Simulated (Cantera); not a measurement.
Input (Python, Cantera) and output of one run.

```python
import numpy as np
import cantera as ct

gas_names = """
    CL CL2 H HCL H2 Si SiCL SiCL2 SiCL3 SiCL4 SiH SiHCL3 SiH2 SiH2CL2 SiH3 SiH3CL SiH4 Si2 Si3
""".split()
cond_names = """
    Si(cr) Si(L)
""".split()


# ... load() reads the species with a 1 bar reference pressure and builds the phases ...
atoms = {
    'Si': {'Si': 1},
    'HCl': {'H': 1, 'CL': 1},
    'H2': {'H': 2},
    'Cl2': {'CL': 2},
}
top_T = {}  # K; cautious upper limits of use, not melting points


# ... equilibrate(T, P, feed) seeds the gas with the atoms and calls Mixture.equilibrate('TP', solver="vcs", rtol=1e-11, max_steps=5000) ...
results = []
feed = {'Si': 1, 'HCl': 2.1, 'H2': 2.1, 'Cl2': 2.7}  # mol
T = 1198.15  # K
P = 13332.2  # Pa
mix = equilibrate(T, P, feed)
results.append((T, P, feed, dict(zip(mix.species_names, mix.species_moles))))
x = sorted(zip(gas.X, gas.species_names), reverse=True)
print(f"T = {T:g} K  P = {P:g} Pa  gas = {mix.phase_moles(0):.4g} mol")
print("   x: " + "  ".join(f"{s} {v:.3e}" for v, s in x if v > 1e-06))
print("   condensed (mol): " + ("  ".join(f"{mix.phase(i).name} {mix.phase_moles(i):.4g}"
      for i in range(1, mix.n_phases) if mix.phase_moles(i) > 1e-12) or "none"))
```

Result:

```
T = 1198.15 K  P = 13332.2 Pa  gas = 5.905 mol
   x: HCL 5.962e-01  H2 2.345e-01  SiCL4 1.660e-01  SiHCL3 1.758e-03  SiCL3 1.441e-03  SiCL2 1.106e-04  SiH2CL2 2.434e-06
   condensed (mol): none
```

Method: chemical equilibrium by Gibbs-energy minimisation in Cantera with the NASA 1993 tables (ideal gas, pure condensed phases). The tables' values for SiCl3 are old estimates; treat these amounts as uncertain.
